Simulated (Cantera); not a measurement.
Feed: 1 mol Fe3O4, 8.5 mol CO, 3 mol N2, held at 0.0133 bar.

Equilibrium computed with Cantera from the NASA thermochemical tables; the gas is ideal and each condensed phase is pure. Candidate condensed phases: C, Fe, Fe(CO)5, FeO, Fe2O3, Fe3O4; 27 gas species. The tables' stoichiometric FeO is somewhat more stable than real wüstite, so its field is too wide. FeO: taken at fixed stoichiometry. Equilibrium is a limit: real reactors are often held back by kinetics, nucleation or transport. All values below are at 1752 °C.

Base state: CO 0.617, N2 0.255, CO2 0.106, Fe 0.0211, FeO 0.000360, NO 2.47e-5, O 1.70e-5 (mole fractions); condensed: FeO(l).

Problem. What changes in the equilibrium state with this change: CO from 8.5 to 2.6 mol?

Solution. 
```json
[
 {"species": "N2", "before": "0.255", "after": "0.532"},
 {"species": "CO", "before": "0.617", "after": "0.279"},
 {"species": "CO2", "before": "0.106", "after": "0.183"},
 {"species": "Fe", "before": "0.0211", "after": "0.00555"},
 {"species": "O2", "before": "5.87e-6", "after": "8.51e-5"},
 {"species": "NO", "before": "2.47e-5", "after": "0.000136"},
 {"species": "O", "before": "1.70e-5", "after": "6.46e-5"},
 {"species": "FeO", "before": "0.000360", "after": "0.000360"},
 {"species": "FeO(l), mol", "before": "2.75", "after": "2.97"}
]
```
